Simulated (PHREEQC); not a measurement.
Solution (20 °C): 0.012 mol/kgw NaHSO4, 0.00088 mol/kgw NaF and 0.0024 mol/kgw KCl. Closed to the air; pH follows from the charge balance.

Model: ion-association model, phreeqc.dat, run in PHREEQC.

The pH is 2.15 and the ionic strength comes out as 0.0314 mol/kgw. The specific conductance is 4100 µS/cm. The total alkalinity is -12.0 meq/kg.

| species | molality | activity | log γ |
|---|---|---|---|
| Na+ | 0.0126 | 0.0107 | -0.070 |
| SO4-2 | 0.00846 | 0.00445 | -0.279 |
| H+ | 0.00801 | 0.00700 | -0.059 |
| HSO4- | 0.00320 | 0.00272 | -0.071 |
| Cl- | 0.00240 | 0.00203 | -0.073 |
| K+ | 0.00233 | 0.00197 | -0.074 |
| HF | 0.000782 | 0.000787 | 0.003 |
| NaSO4- | 0.000271 | 0.000232 | -0.068 |
| F- | 9.73e-5 | 8.20e-5 | -0.074 |
| KSO4- | 6.59e-5 | 5.63e-5 | -0.068 |
| NaF | 5.03e-7 | 5.07e-7 | 0.003 |
| HF2- | 2.80e-7 | 2.38e-7 | -0.071 |

Precipitation was switched off in this run.
